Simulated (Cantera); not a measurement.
What does this Cantera script print?

```python
import numpy as np
import cantera as ct

gas = ct.Solution("gri30.yaml")
gas.TPX = 1800, 100000, {'CH4': 1, 'H2': 1.4, 'O2': 3.33, 'N2': 12.5}
reactor = ct.IdealGasConstPressureReactor(gas, energy="on", clone=False)
net = ct.ReactorNet([reactor])
net.rtol, net.atol = 1e-08, 1e-16
show = ['CH4', 'H2', 'O2', 'C2H6', 'CO2', 'HO2', 'H2O2']
times = np.geomspace(5e-06, 3, 11)

steps = ct.SolutionArray(gas, extra=["t"])
rows = []
print(f"{'t/s':>10s}{'T/K':>9s}{'P/Pa':>11s}" + "".join(f"{s:>11s}" for s in show))
for t in times:
    while net.time < t:
        t_next = net.step()
        steps.append(gas.state, t=t_next)
    rows.append([np.interp(t, steps.t, y) for y in (steps.T, steps.P, *steps(*show).X.T)])
    print(f"{t:10.3e}{rows[-1][0]:9.1f}{rows[-1][1]:11.4g}" + "".join(f"{x:11.3e}" for x in rows[-1][2:]))
rate = np.gradient(steps.T, steps.t)
print("integrator steps:", len(steps.t))
if steps.T.max() > steps.T[0] + 200:
    print(f"time of steepest temperature rise: {steps.t[rate.argmax()]:.4e} s")
gas.TPX = 1800, 100000, {'CH4': 1, 'H2': 1.4, 'O2': 3.33, 'N2': 12.5}
gas.equilibrate("HP")
print(f"equilibrium (HP): T = {gas.T:.1f} K  " + "  ".join(f"{s} {gas[s].X[0]:.3e}" for s in show))
```

It prints:

```
       t/s      T/K       P/Pa        CH4         H2         O2       C2H6        CO2        HO2       H2O2
 5.000e-06   1799.9      1e+05  5.473e-02  7.674e-02  1.826e-01  7.532e-08  3.143e-08  1.181e-05  2.201e-07
 1.891e-05   1856.7      1e+05  4.175e-02  7.292e-02  1.708e-01  2.845e-04  2.619e-04  2.501e-04  3.975e-06
 7.155e-05   2607.7      1e+05  2.652e-16  2.245e-02  4.714e-02  6.111e-31  2.554e-02  7.331e-06  1.960e-07
 2.707e-04   2809.1      1e+05  6.245e-16  1.731e-02  4.351e-02  1.169e-30  2.998e-02  1.080e-05  3.787e-07
 1.024e-03   2814.1      1e+05  7.047e-16  1.715e-02  4.063e-02  1.376e-30  3.027e-02  1.051e-05  3.854e-07
 3.873e-03   2808.9      1e+05  7.371e-16  1.729e-02  3.842e-02  1.487e-30  3.024e-02  9.991e-06  3.730e-07
 1.465e-02   2808.7      1e+05  7.384e-16  1.729e-02  3.834e-02  1.492e-30  3.023e-02  9.972e-06  3.726e-07
 5.542e-02   2808.7      1e+05  7.384e-16  1.729e-02  3.834e-02  1.492e-30  3.023e-02  9.972e-06  3.726e-07
 2.096e-01   2808.7      1e+05  7.384e-16  1.729e-02  3.834e-02  1.492e-30  3.023e-02  9.972e-06  3.726e-07
 7.931e-01   2808.7      1e+05  7.384e-16  1.729e-02  3.834e-02  1.492e-30  3.023e-02  9.972e-06  3.726e-07
 3.000e+00   2808.7      1e+05  7.384e-16  1.729e-02  3.834e-02  1.492e-30  3.023e-02  9.972e-06  3.726e-07
integrator steps: 1579
time of steepest temperature rise: 2.4437e-05 s
equilibrium (HP): T = 2808.7 K  CH4 1.001e-15  H2 1.729e-02  O2 3.834e-02  C2H6 2.693e-30  CO2 3.023e-02  HO2 9.972e-06  H2O2 3.726e-07
```

Model: GRI-Mech 3.0 (53 species, 325 reactions), integrated in Cantera.
